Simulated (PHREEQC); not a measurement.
# Metal-bearing waste water

Consider water at 20 °C with 0.0073 mol/kgw FeCl3, 0.0094 mol/kgw ZnCl2, 0.00019 mol/kgw NaF and 5.4e-05 mol/kgw NaCl. Closed to the air; pH follows from the charge balance.

Computed with PHREEQC (ion-association model, phreeqc.dat).

Precipitation was switched off in this run.

**Question.** What pH, ionic strength does the model give?

**Answer.** pH 2.50; ionic strength 0.0637 mol/kgw.

**Question.** In which forms is Cl present?

**Answer.** Cl- 96 %, FeCl+2 2.4 %, ZnCl+ 0.8 % of the Cl.

Saturation is exceeded, for instance for Hematite (slow to form), Goethite (slow to form); the values hold only as long as no solid forms. Fluoro complexes past AlF4- and FeF3 are missing from the database.
